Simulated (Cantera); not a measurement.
**Ignition delay**

Mixture: 44.4 % H₂, 11.7 % O₂, 43.9 % N₂, equivalence ratio 1.9, at 3.10 bar, adiabatic and at constant pressure. Ignition delay is the time to a rise of 400 K.

Cantera simulation using GRI-Mech 3.0 (53 species, 325 reactions); the numbers are that mechanism's predictions, not measurements. The hydrogen kinetics of GRI-Mech 3.0 are dated; newer H2 mechanisms differ, most at raised pressure.

```
T0 (K)  delay (ms)
------  ----------
998           8.65
1098         0.108
1198        0.0211
1298        0.0109
1398       0.00699
1498       0.00502
```

```
Item                                                   Result
--------------------------------------------------  ---------
apparent activation energy between 1298 and 1498 K  63 kJ/mol
```
